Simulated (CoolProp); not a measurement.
Vapour-liquid equilibrium of n-butane (1) + benzene (2) at 37.35 °C; x and y are mole fractions of (1).

Values from CoolProp's multi-fluid Helmholtz-energy mixture model, Bücker 2006 and Thol 2012; pair parameters Bell 2016.

Task: Give the bubble pressure and the first vapour's composition at x = 0.425, 0.575, 0.725. Is there an azeotrope?

Result: x = 0.425: 0.1908 MPa, y = 0.924; x = 0.575: 0.2345 MPa, y = 0.950; x = 0.725: 0.2733 MPa, y = 0.967. No azeotrope shows between x = 0.05 and 0.95.

The pair parameters rest on a limited set of measurements; away from them the model extrapolates.
